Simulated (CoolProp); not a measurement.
Properties of ethanol at several states.

Values from CoolProp's reference Helmholtz-energy equation of state, Schroeder 2014.

```
T (K)  p (kPa)   phase  density (kg/m³)  cp (kJ/(kg K))
-----  -------  ------  ---------------  --------------
167.2    22300  liquid            910.5               ?
337.9     4540  liquid            754.6           2.776
295       76.1  liquid            787.8               ?
185.4       84  liquid                ?               ?
312.7     70.9  liquid                ?               ?
455.7      573     gas                ?               ?
```

Problem. Fill in the missing entries.

Solution. 
- 167.2, cp (kJ/(kg K)): 1.890
- 295, cp (kJ/(kg K)): 2.410
- 185.4, density (kg/m³): 882.9
- 185.4, cp (kJ/(kg K)): 1.930
- 312.7, density (kg/m³): 772.5
- 312.7, cp (kJ/(kg K)): 2.555
- 455.7, density (kg/m³): 7.347
- 455.7, cp (kJ/(kg K)): 2.142
